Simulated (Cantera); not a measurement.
A closed system holds: 1 mol C2H5OH, 0.1 mol CO2, 0.45 mol H2, at 74300 Torr.

Cantera equilibrium calculation (NASA polynomials, part measured and part estimated; ideal gas, pure solids and liquids). Candidate condensed phases: C, C6H6, C7H8, C8H18, H2O; 110 gas species. The ideal-gas law is rough above about 30 bar. Equilibrium is a limit: real reactors are often held back by kinetics, nucleation or transport.

x: gas mole fraction; n: condensed amount in mol.

```csv
T (°C),x H2,x CO,x CH4,x C2H2 (acetylene),x H,x H2O,x CH3,n C(graphite)
1750,0.715,0.262,0.0202,0.000639,0.000161,0.00198,9.00e-5,0.809
1800,0.717,0.261,(withheld),(withheld),(withheld),(withheld),(withheld),0.815
1850,0.719,0.261,0.0160,0.00119,0.000306,0.00138,0.000132,0.819
1900,0.721,0.261,0.0144,0.00159,0.000412,0.00116,0.000158,0.822
1950,0.722,0.261,(withheld),(withheld),(withheld),(withheld),(withheld),0.822
2000,0.723,0.260,0.0117,0.00273,0.000718,0.000845,0.000219,0.821
2050,0.723,0.260,0.0106,0.00350,0.000931,0.000728,0.000255,0.818
2100,0.723,0.260,0.00966,0.00445,0.00119,0.000631,0.000295,0.812
2150,0.723,0.260,0.00883,0.00559,0.00152,0.000551,0.000339,0.804
2200,0.722,0.260,0.00809,0.00696,0.00190,0.000483,0.000386,0.794
2250,0.721,0.259,0.00744,0.00858,0.00237,0.000425,0.000438,0.781
2300,0.719,0.259,0.00685,0.0105,0.00293,0.000376,0.000493,0.765
```

### Question
Fill in the missing entries.

### Answer

- 1950, x CH4: 0.0129
- 1950, x C2H2 (acetylene): 0.00210
- 1950, x H: 0.000547
- 1950, x H2O: 0.000987
- 1950, x CH3: 0.000187
- 1800, x CH4: 0.0179
- 1800, x C2H2 (acetylene): 0.000879
- 1800, x H: 0.000224
- 1800, x H2O: 0.00164
- 1800, x CH3: 0.000110
